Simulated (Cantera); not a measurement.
A perfectly stirred reactor is fed with CH₄ : H₂ = 0.023 : 1 (molar parts), at 20.0 Torr; it is held at 2550 K, and followed from long to short residence time.

Computed with Cantera and GRI-Mech 3.0 (53 species, 325 reactions). GRI-Mech 3.0 stops at C3 and has no aromatics, soot or wall deposition, so with more carbon than oxygen in the feed, carbon stays in small species such as C2H2 where larger ones or solid carbon would form. Radical loss at walls, strong at low pressure, is not modelled.

Question: Predict: x(CH₄) at τ = 1.20 s; x(H₂) at τ = 1.20 s; x(CH₂) at τ = 1.20 s; x(C₂H₂) at τ = 1.20 s; x(CH₃) at τ = 1.20 s; x(CH₄) at τ = 24.0 ms; x(H₂) at τ = 24.0 ms; x(CH₂) at τ = 24.0 ms; x(C₂H₂) at τ = 24.0 ms; x(CH₃) at τ = 24.0 ms.

Answer: 
| Item | Result |
|---|---|
| x(CH₄) at τ = 1.20 s | 7.99e-6 |
| x(H₂) at τ = 1.20 s | 0.830 |
| x(CH₂) at τ = 1.20 s | 8.49e-6 |
| x(C₂H₂) at τ = 1.20 s | 0.00993 |
| x(CH₃) at τ = 1.20 s | 2.71e-5 |
| x(CH₄) at τ = 24.0 ms | 0.000698 |
| x(H₂) at τ = 24.0 ms | 0.937 |
| x(CH₂) at τ = 24.0 ms | 5.65e-5 |
| x(C₂H₂) at τ = 24.0 ms | 0.00995 |
| x(CH₃) at τ = 24.0 ms | 0.000674 |
